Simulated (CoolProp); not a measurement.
Vapour-liquid equilibrium of p-xylene (1) + n-undecane (2) at 108.65 °C; x and y are mole fractions of (1).

The numbers come from the multi-fluid Helmholtz-energy mixture model, Zhou 2012 and Aleksandrov 2011; pair parameters Bell 2016 in CoolProp.

Task: Give the bubble pressure and the first vapour's composition at x = 0.05, 0.2, 0.35. Is there an azeotrope?

Result: x = 0.05: 8.093 kPa, y = 0.250; x = 0.2: 13.32 kPa, y = 0.614; x = 0.35: 18.65 kPa, y = 0.775. No azeotrope shows between x = 0.05 and 0.95.

The pair parameters rest on a limited set of measurements; away from them the model extrapolates.
